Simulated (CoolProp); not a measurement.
Aqueous propylene glycol as a coolant, 54 % by mass, freezing at -38.4 °C, 1 atm.

Values from CoolProp's Melinder's fits for secondary coolants.

```tsv
T (°C)	Prandtl number	density (kg/m³)	conductivity (W/(m K))	cp (kJ/(kg K))
-36.5	5380	1070	0.320	3.222
-29	2450	1067	0.323	3.253
-21.6	1220	1064	0.326	3.284
-14.1	641	1061	0.329	3.314
-6.7	363	1057	0.333	3.345
0.7	219	1053	0.336	3.375
8.2	138	1049	0.339	3.406
15.6	92.4	1044	0.342	3.437
23.1	64.4	1039	0.345	3.468
30.5	47.0	1034	0.349	3.498
```
